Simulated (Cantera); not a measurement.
## Catalytic combustion on Pt

An isothermal plug-flow reactor at 875 K and 101000 Pa (inlet), inlet velocity 0.66 m/s, active area per volume 220 1/m; feed 2.77 % CO, 1.93 % O₂, 95.3 % N₂.

Computed with Cantera and Deutschmann's 1995 Pt surface mechanism with GRI-Mech 3.0 gas chemistry. Catalytic surfaces can have several steady states; this one follows from the mechanism file's or the stated starting coverage. Mass transfer to the wall is taken as infinitely fast.

| z (m) | x CO | x O₂ | x H₂O | x CO₂ | θ free Pt | θ O* | θ CO* |
|---|---|---|---|---|---|---|---|
| 0.00011 | 0.0271 | 0.0190 | <1e-12 | 0.000645 | 0.229 | 0.00218 | 0.769 |
| 0.00021 | 0.0265 | 0.0187 | <1e-12 | 0.00123 | 0.231 | 0.00220 | 0.766 |
| 0.0004 | 0.0254 | 0.0181 | <1e-12 | 0.00236 | 0.236 | 0.00223 | 0.762 |
| 0.00077 | 0.0232 | 0.0171 | <1e-12 | 0.00458 | 0.245 | 0.00229 | 0.753 |
| 0.0015 | 0.0188 | 0.0148 | <1e-12 | 0.00911 | 0.269 | 0.00248 | 0.729 |
| 0.0029 | 0.00917 | 0.0101 | <1e-12 | 0.0188 | 0.362 | 0.00349 | 0.635 |
| 0.0055 | 1.13e-7 | 0.00550 | <1e-12 | 0.0281 | 0.194 | 0.806 | 1.64e-7 |
| 0.011 | <1e-12 | 0.00550 | <1e-12 | 0.0281 | 0.194 | 0.806 | <1e-12 |
x: gas mole fraction; θ: surface coverage.
